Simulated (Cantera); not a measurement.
Gas-phase reforming

An isothermal, constant-pressure homogeneous reactor starts with CH₄ : CO₂ = 1 : 0.4 (molar parts), at 1800 K and 17.8 atm.

Model: GRI-Mech 3.0 (53 species, 325 reactions), integrated in Cantera. GRI-Mech 3.0 stops at C3 and has no aromatics, soot or wall deposition, so with more carbon than oxygen in the feed, carbon stays in small species such as C2H2 where larger ones or solid carbon would form. The pressure lies above the range GRI-Mech 3.0 was tuned for (to about 10 atm).

| t (s) | x CH₄ | x CO₂ | x CH₂CO | x C₂H | x HO₂ |
|---|---|---|---|---|---|
| 0.000200 | 0.445 | 0.234 | 5.43e-6 | 6.35e-8 | <1e-12 |
| 0.000534 | 0.292 | 0.177 | 1.82e-5 | 1.14e-7 | <1e-12 |
| 0.00143 | 0.167 | 0.0943 | 4.18e-5 | 1.57e-7 | <1e-12 |
| 0.00381 | 0.106 | 0.0285 | 5.93e-5 | 1.77e-7 | <1e-12 |
| 0.0102 | 0.0990 | 0.0165 | 4.66e-5 | 1.55e-7 | <1e-12 |
| 0.0271 | 0.100 | 0.0115 | 2.76e-5 | 1.17e-7 | <1e-12 |
| 0.0724 | 0.0981 | 0.00528 | 1.44e-5 | 8.34e-8 | <1e-12 |
| 0.193 | 0.0949 | 0.00108 | 9.01e-6 | 6.50e-8 | <1e-12 |
| 0.516 | 0.0939 | 3.15e-5 | 7.98e-6 | 6.08e-8 | <1e-12 |
| 1.38 | 0.0938 | 5.13e-6 | 7.96e-6 | 6.06e-8 | <1e-12 |
| 3.68 | 0.0938 | 5.13e-6 | 7.96e-6 | 6.06e-8 | <1e-12 |
| 9.82 | 0.0938 | 5.13e-6 | 7.96e-6 | 6.06e-8 | <1e-12 |
| 26.2 | 0.0938 | 5.13e-6 | 7.96e-6 | 6.06e-8 | <1e-12 |
| 70.0 | 0.0938 | 5.13e-6 | 7.96e-6 | 6.06e-8 | <1e-12 |
x: mole fraction; the columns are a selection and need not sum to one.

Equilibrium at this temperature and pressure: CH₄ 0.0938, CO₂ 5.22e-6, CH₂CO 7.99e-6, C₂H 6.06e-8, HO₂ <1e-12 (gas phase only).
